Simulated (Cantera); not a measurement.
# Thermodynamics of silicon nitride deposition, feed trisilylamine + N2 + H2

Input: 1 mol trisilylamine, 11 mol N2, 8.7 mol H2, at 850 °C and 413 Torr.

Method: chemical equilibrium by Gibbs-energy minimisation in Cantera with the NASA 1993 tables (ideal gas, pure condensed phases). Candidate condensed phases: Si, Si3N4; 18 gas species. The feed counts by its element totals alone. Equilibrium is a limit: real reactors are often held back by kinetics, nucleation or transport.

```yaml
x(H2): 0.581
x(N2): 0.418
x(NH3): 4.43e-5
n(Si3N4(s)): 1.00 mol
gas_amount: 22.70 mol
log10 activity of Si(s) (absent): -5.34
```
